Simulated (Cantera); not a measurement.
Cantera run, input and output.

```python
import numpy as np
import cantera as ct

gas = ct.Solution("gri30.yaml")
gas.TPX = 1525, 110000, {'C2H6': 1, 'N2': 1}
reactor = ct.IdealGasConstPressureReactor(gas, energy="off", clone=False)
net = ct.ReactorNet([reactor])
net.rtol, net.atol = 1e-08, 1e-18
show = ['C2H6', 'C2H2', 'CH3', 'H', 'HCN', 'C2H4', 'H2']
times = np.geomspace(5e-06, 3, 14)

steps = ct.SolutionArray(gas, extra=["t"])
rows = []
print(f"{'t/s':>10s}{'T/K':>9s}{'P/Pa':>11s}" + "".join(f"{s:>11s}" for s in show))
for t in times:
    while net.time < t:
        t_next = net.step()
        steps.append(gas.state, t=t_next)
    rows.append([np.interp(t, steps.t, y) for y in (steps.T, steps.P, *steps(*show).X.T)])
    print(f"{t:10.3e}{rows[-1][0]:9.1f}{rows[-1][1]:11.4g}" + "".join(f"{x:11.3e}" for x in rows[-1][2:]))
rate = np.gradient(steps.T, steps.t)
print("integrator steps:", len(steps.t))
if steps.T.max() > steps.T[0] + 200:
    print(f"time of steepest temperature rise: {steps.t[rate.argmax()]:.4e} s")
gas.TPX = 1525, 110000, {'C2H6': 1, 'N2': 1}
gas.equilibrate("TP")
print(f"equilibrium (TP): T = {gas.T:.1f} K  " + "  ".join(f"{s} {gas[s].X[0]:.3e}" for s in show))
```

Output:

```
       t/s      T/K       P/Pa       C2H6       C2H2        CH3          H        HCN       C2H4         H2
 5.000e-06   1525.0    1.1e+05  4.857e-01  5.710e-06  2.946e-03  4.739e-05  6.051e-10  5.141e-03  4.869e-03
 1.391e-05   1525.0    1.1e+05  4.366e-01  2.962e-04  3.679e-03  7.290e-05  3.191e-09  3.174e-02  2.887e-02
 3.872e-05   1525.0    1.1e+05  3.188e-01  3.304e-03  3.295e-03  8.227e-05  5.537e-09  9.593e-02  8.844e-02
 1.077e-04   1525.0    1.1e+05  1.397e-01  1.761e-02  2.302e-03  9.751e-05  7.009e-09  1.832e-01  1.814e-01
 2.998e-04   1525.0    1.1e+05  2.100e-02  5.615e-02  8.872e-04  8.354e-05  7.604e-09  2.048e-01  2.601e-01
 8.343e-04   1525.0    1.1e+05  1.793e-03  9.879e-02  2.548e-04  3.266e-05  7.456e-09  1.613e-01  3.006e-01
 2.322e-03   1525.0    1.1e+05  3.163e-04  1.327e-01  1.127e-04  1.625e-05  7.212e-09  1.182e-01  3.269e-01
 6.461e-03   1525.0    1.1e+05  1.714e-04  1.710e-01  8.919e-05  1.444e-05  6.926e-09  6.870e-02  3.561e-01
 1.798e-02   1525.0    1.1e+05  9.385e-05  2.019e-01  7.460e-05  1.328e-05  6.711e-09  2.879e-02  3.799e-01
 5.003e-02   1525.0    1.1e+05  7.483e-05  2.092e-01  6.999e-05  1.295e-05  6.719e-09  1.990e-02  3.866e-01
 1.392e-01   1525.0    1.1e+05  7.278e-05  2.100e-01  6.824e-05  1.321e-05  6.895e-09  2.000e-02  3.903e-01
 3.874e-01   1525.0    1.1e+05  6.971e-05  2.114e-01  6.508e-05  1.375e-05  7.413e-09  2.041e-02  3.969e-01
 1.078e+00   1525.0    1.1e+05  6.707e-05  2.128e-01  6.202e-05  1.432e-05  8.959e-09  2.081e-02  4.032e-01
 3.000e+00   1525.0    1.1e+05  6.655e-05  2.130e-01  6.137e-05  1.444e-05  1.342e-08  2.090e-02  4.046e-01
integrator steps: 1440
equilibrium (TP): T = 1525.0 K  C2H6 5.501e-05  C2H2 1.686e-01  CH3 5.579e-05  H 1.460e-05  HCN 9.833e-02  C2H4 1.690e-02  H2 4.134e-01
```

Computed with Cantera and GRI-Mech 3.0 (53 species, 325 reactions). GRI-Mech 3.0 stops at C3 and has no aromatics, soot or wall deposition, so with more carbon than oxygen in the feed, carbon stays in small species such as C2H2 where larger ones or solid carbon would form.
